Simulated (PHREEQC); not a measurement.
Consider water at 25 °C with 0.1 mol HF, 0.00027 mol CsF, 0.0093 mol (NH4)2SiF6 and 0.17 mol H3PO4 per kg of water. Closed to the air; pH follows from the charge balance.

All values are PHREEQC results (ion-association model, wateq4f.dat), not measurements.

| quantity | before | after |
|---|---|---|
| pH | 1.50 | 2.12 |
| ionic strength (mol/kgw) | 0.0660 | 0.0369 |
| F- (mol/kgw) | 0.00190 | 0.00713 |
| HF2- (mol/kgw) | 0.000523 | 0.00183 |
| NH3 (mol/kgw) | 2.68e-10 | 1.18e-9 |
| H4SiO4 (mol/kgw) | 2.13e-10 | 2.19e-11 |
| SI of Quartz (SiO2) | -5.68 | -6.67 |

Which change was made?
(A) H3PO4 left out
(B) H3PO4 from 0.17 to 0.085 mol/kgw
(C) H3PO4 from 0.17 to 0.187 mol/kgw
(D) (NH4)2SiF6 from 0.0093 to 0.00465 mol/kgw
(E) (NH4)2SiF6 from 0.0093 to 0.00837 mol/kgw

A, H3PO4 left out

Precipitation was switched off in this run. wateq4f.dat counts part of the HF as a dimer, H2F2, which phreeqc.dat doesn't know; its constant is uncertain. H3PO4, which wateq4f.dat lacks, is added to it with the constant of phreeqc.dat. SiF6-2 is the database's only silicon fluoride.
